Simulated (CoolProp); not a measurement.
A single-stage vapour-compression cycle with propane: evaporating at 306.15 K (dew point), condensing at 333.15 K (bubble point), superheat 8 K, subcooling 2 K, compressor efficiency 0.9, no pressure losses. Each further row changes one setting.

Computed with CoolProp (reference Helmholtz-energy equation of state, Lemmon 2009).

```csv
case,cooling COP,pressure ratio,discharge temperature (K),refrigerating effect (kJ/kg),volumetric capacity (kJ/m³)
as stated,8.25,1.82,344.3,264,6330
evaporating temperature 311.15 K,10.5,___,343.7,269,7290
condensing temperature 328.15 K,10.5,1.64,338.8,279,___
subcooling 7 K,8.75,1.82,344.3,280,___
superheat 18 K,8.36,1.82,___,284,___
compressor efficiency 0.8,7.33,1.82,___,264,6330
```

Q: What belongs in the gaps?

A: 
- evaporating temperature 311.15 K, pressure ratio: 1.62
- condensing temperature 328.15 K, volumetric capacity (kJ/m³): 6710
- subcooling 7 K, volumetric capacity (kJ/m³): 6720
- superheat 18 K, discharge temperature (K): 353.5
- superheat 18 K, volumetric capacity (kJ/m³): 6450
- compressor efficiency 0.8, discharge temperature (K): 345.9
